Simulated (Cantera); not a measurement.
What does this Cantera script print?

```python
import numpy as np
import cantera as ct

gas = ct.Solution("h2o2.yaml")
gas.TPX = 550, 13332, {'H2': 1, 'O2': 0.217, 'N2': 0.817, 'H2O': 0.57}
flame = ct.FreeFlame(gas, width=0.16)
flame.set_refine_criteria(ratio=3, slope=0.08, curve=0.16)
flame.transport_model = "mixture-averaged"
flame.solve(loglevel=0, auto=True)
z, T = flame.grid, flame.T
thick = (T[-1] - T[0]) / np.gradient(T, z).max()
show = ['H2', 'O2', 'H2O', 'H', 'O', 'HO2']
print(f"laminar burning velocity  {flame.velocity[0] * 100:.3f} cm/s")
print(f"burnt temperature         {T[-1]:.1f} K")
print(f"thermal thickness         {thick * 1e3:.4f} mm")
print(f"grid points               {len(z)}")
z0 = z[flame.heat_release_rate.argmax()]
print(f"{'z/mm':>9s}{'T/K':>9s}{'u/(m/s)':>9s}" + "".join(f"{s:>11s}" for s in show))
rows = []
for k in (-3, -2, -1.5, -1, -0.5, -0.25, 0, 0.25, 0.5, 1, 2, 4, 8):
    zz = z0 + k * thick
    rows.append([k * thick, np.interp(zz, z, T), np.interp(zz, z, flame.velocity),
                 *(np.interp(zz, z, flame.X[gas.species_index(s)]) for s in show)])
    print(f"{rows[-1][0] * 1e3:9.3f}{rows[-1][1]:9.1f}{rows[-1][2]:9.3f}" + "".join(f"{x:11.3e}" for x in rows[-1][3:]))
```

Output:

```
laminar burning velocity  432.584 cm/s
burnt temperature         1741.3 K
thermal thickness         5.3171 mm
grid points               137
     z/mm      T/K  u/(m/s)         H2         O2        H2O          H          O        HO2
  -15.951    550.0    4.326  3.840e-01  8.333e-02  2.189e-01  4.603e-16  2.539e-17  3.066e-13
  -10.634    550.0    4.326  3.840e-01  8.333e-02  2.189e-01  1.722e-12  5.259e-14  1.721e-10
   -7.976    550.0    4.326  3.840e-01  8.333e-02  2.189e-01  2.435e-10  4.916e-12  6.729e-09
   -5.317    550.0    4.326  3.840e-01  8.334e-02  2.189e-01  1.459e-07  2.644e-09  1.043e-06
   -2.659    568.7    4.456  3.804e-01  8.307e-02  2.211e-01  2.795e-04  1.023e-05  9.070e-05
   -1.329    717.6    5.541  3.583e-01  7.800e-02  2.382e-01  5.467e-03  1.221e-04  5.450e-05
    0.000   1002.6    7.580  2.912e-01  5.465e-02  2.942e-01  3.233e-02  1.251e-03  2.068e-05
    1.329   1207.3    9.057  2.190e-01  1.597e-02  3.710e-01  6.225e-02  1.637e-03  4.840e-06
    2.659   1293.7    9.669  1.999e-01  2.948e-03  3.976e-01  6.678e-02  8.336e-04  8.232e-07
    5.317   1372.1   10.202  2.020e-01  5.971e-04  4.042e-01  5.873e-02  5.669e-04  1.555e-07
   10.634   1453.7   10.742  2.091e-01  4.024e-04  4.071e-01  4.692e-02  4.407e-04  9.859e-08
   21.269   1535.7   11.275  2.163e-01  2.544e-04  4.103e-01  3.470e-02  2.893e-04  6.083e-08
   42.537   1606.9   11.729  2.226e-01  1.343e-04  4.134e-01  2.388e-02  1.576e-04  3.321e-08
```

Detailed kinetics in Cantera: the H2/O2 subset of GRI-Mech 3.0, which has no nitrogen chemistry. Burning velocities carry a grid error of a few per cent, more on coarse grids.
